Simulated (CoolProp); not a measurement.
500 sccm (0 °C, 1 atm) of nitrogen bubbles through liquid o-xylene at 356.2 K and leaves saturated at a total pressure of 0.101 MPa (ideal gas phase). Each further row changes one setting.

Computed with CoolProp (reference Helmholtz-energy equation of state, Zhou 2012).

| case | vapour pressure (kPa) | mole fraction of vapour | delivery (mg/min) | delivery (sccm) | change of delivery for a bath 1 K warmer (%) |
|---|---|---|---|---|---|
| as stated | 14.3 | ? | 390 | ? | 4.6 |
| bath temperature 361.2 K | ? | 0.171 | 488 | ? | 4.6 |
| total pressure 0.202 MPa | 14.3 | ? | ? | ? | ? |

Q: Complete the blanks.

A: 
- as stated, mole fraction of vapour: 0.141
- as stated, delivery (sccm): 82.3
- bath temperature 361.2 K, vapour pressure (kPa): 17.3
- bath temperature 361.2 K, delivery (sccm): 103
- total pressure 0.202 MPa, mole fraction of vapour: 0.0707
- total pressure 0.202 MPa, delivery (mg/min): 180
- total pressure 0.202 MPa, delivery (sccm): 38.0
- total pressure 0.202 MPa, change of delivery for a bath 1 K warmer (%): 4.2
